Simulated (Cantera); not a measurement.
A perfectly stirred reactor is fed with NH3 : N2 = 1 : 0.17 (molar parts), at 0.710 bar; it is held at 1598 K, and followed from long to short residence time.

Model: the gas-phase N/H chemistry of the illustrative SiF4/NH3 mechanism in the Surface Chemkin manual (1991), integrated in Cantera. Walls and surfaces, which speed up NH3 decomposition in real reactors, are not modelled.

Question: What does this change do: pressure from 0.710 bar to 0.0110 bar?

Answer: 
```json
[
 {"quantity": "x(NH3) at τ = 2.40 s", "before": "0.648", "after": "0.837"},
 {"quantity": "x(H) at τ = 2.40 s", "before": "8.45e-6", "after": "1.39e-6"},
 {"quantity": "x(N2H4) at τ = 2.40 s", "before": "1.24e-7", "after": "1.07e-8"},
 {"quantity": "x(N2H2) at τ = 2.40 s", "before": "4.02e-7", "after": "2.44e-6"},
 {"quantity": "x(NH) at τ = 2.40 s", "before": "2.74e-7", "after": "6.67e-7"},
 {"quantity": "x(NH3) at τ = 14.0 ms", "before": "0.853", "after": "0.855"},
 {"quantity": "x(H) at τ = 14.0 ms", "before": "7.40e-8", "after": "5.02e-9"},
 {"quantity": "x(N2H4) at τ = 14.0 ms", "before": "1.82e-7", "after": "3.97e-11"},
 {"quantity": "x(N2H2) at τ = 14.0 ms", "before": "6.23e-7", "after": "7.45e-9"},
 {"quantity": "x(NH) at τ = 14.0 ms", "before": "1.88e-7", "after": "3.92e-9"}
]
```
